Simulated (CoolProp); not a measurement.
The numbers come from the reference Helmholtz-energy equation of state, Lemmon 2006 in CoolProp. It is a short technical equation, of lower accuracy than the large ones.

Question: Give the vapour pressure (kPa), liquid density (kg/m³), enthalpy of vaporisation (kJ/kg), vapour Z of saturated carbon monoxide at 108.3, 117.6, 120.7 K.

Answer: 
| T (K) | p (kPa) | liquid density (kg/m³) | enthalpy of vaporisation (kJ/kg) | vapour Z |
|---|---|---|---|---|
| 108.3 | 960 | 658 | 166 | 0.798 |
| 117.6 | 1650 | 594 | 138 | 0.700 |
| 120.7 | 1950 | 569 | 126 | 0.659 |
